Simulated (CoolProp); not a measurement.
Model: reference Helmholtz-energy equation of state, Lemmon and Jacobsen 2000, in CoolProp.

**Question.** For R143a, give the phase and the cv (kJ/(kg K)), fugacity coefficient at 500 K and 1.45 MPa; 500 K and 7.96 MPa; 500 K and 8.68 MPa.

**Answer.** 
- 500 K and 1.45 MPa: gas; cv 1.19, fugacity coefficient 0.965
- 500 K and 7.96 MPa: supercritical; cv 1.22, fugacity coefficient 0.827
- 500 K and 8.68 MPa: supercritical; cv 1.22, fugacity coefficient 0.815
